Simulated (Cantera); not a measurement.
A closed system holds: 1 mol SiC, 0.35 mol Si, 0.51 mol N2, 0.93 mol C, equilibrated at 1.90 Pa.

Method: chemical equilibrium by Gibbs-energy minimisation in Cantera with the NASA 1993 tables (ideal gas, pure condensed phases). Candidate condensed phases: C, Si, SiC, Si3N4; 20 gas species. Equilibrium is a limit: real reactors are often held back by kinetics, nucleation or transport. All values below are at 1475 °C.

Base state: N2 0.999, Si 0.00144, SiC2 1.54e-5, Si2C 1.15e-5 (mole fractions); condensed: C(graphite) + SiC(s).

Problem. What changes in the equilibrium state with this change: SiC replaced by Si3N4?

Solution. 
| species | before | after |
|---|---|---|
| N2 | 0.999 | 0.922 |
| Si | 0.00144 | 0.0766 |
| Si2C | 1.15e-5 | 0.000612 |
| Si3 | <1e-9 | 9.65e-5 |
| Si2 | 1.40e-7 | 0.000394 |
| Si2N | 1.05e-7 | 0.000284 |
| SiC2 | 1.54e-5 | 2.90e-7 |
| SiN | 3.26e-6 | 0.000166 |
| C(graphite), mol | 0.581 | 0 |
| SiC(s), mol | 1.35 | 0.928 |
| Si(l), mol | 0 | 2.20 |
Mutual solubility and eutectic melting of coexisting phases are not modelled. The tables' values for SiN are old estimates; treat these amounts as uncertain.
